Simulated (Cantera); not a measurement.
An adiabatic, constant-volume homogeneous reactor starts with CH₄ : O₂ : N₂ = 1 : 1 : 2.6 (molar parts), equivalence ratio 2.0, at 1375 K and 1.90 bar.

Detailed kinetics in Cantera: GRI-Mech 3.0 (53 species, 325 reactions).

Task: Predict: time of steepest temperature rise; temperature at 0.400 s; equilibrium temperature; x(O₂) at 0.400 s; x(CH₂O) at 0.400 s.

Result: 
- time of steepest temperature rise: 2.78 ms
- temperature at 0.400 s: 2861 K
- equilibrium temperature: 2861 K
- x(O₂) at 0.400 s: 0.000103 (gas-phase equilibrium 0.000103)
- x(CH₂O) at 0.400 s: 5.84e-8 (gas-phase equilibrium 5.84e-8)
